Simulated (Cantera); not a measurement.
Input: 1 mol AlCl3, 1.9 mol H2O, 330 mol H2, 240 mol NH3, equilibrated at 0.100 bar.

Method: chemical equilibrium by Gibbs-energy minimisation in Cantera with the NASA 1993 tables (ideal gas, pure condensed phases). Candidate condensed phases: Al, AlCl3, AlN, Al2O3, H2O, NH4Cl; 45 gas species. Kinetics and transport are ignored. All values below are at 1100 °C.

Base state: H2 0.848, N2 0.148, HCl 0.00369, H2O 0.000492 (mole fractions); condensed: Al2O3(s).

Q: What changes in the equilibrium state with this change: NH3 from 240 to 54 mol?

A: 
```csv
species,before,after
H2,0.848,0.931
N2,0.148,0.0612
HCl,0.00369,0.00680
H2O,0.000492,0.000906
H,9.70e-6,1.02e-5
"Al2O3(s), mol",0.500,0.500
```
